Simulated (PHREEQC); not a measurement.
Brine: an equilibrium model

A solution holds 5.7 mol/kgw LiCl and 0.81 mol/kgw HCl, at 25 °C. Closed to the air; pH follows from the charge balance.

All values are PHREEQC results (Pitzer model, pitzer.dat), not measurements.

Precipitation was switched off in this run.

Question: What pH, activity of water does the model give?

Answer: pH -1.24; activity of water 0.641.

In brines, pH and single-ion activities rest on the MacInnes convention.
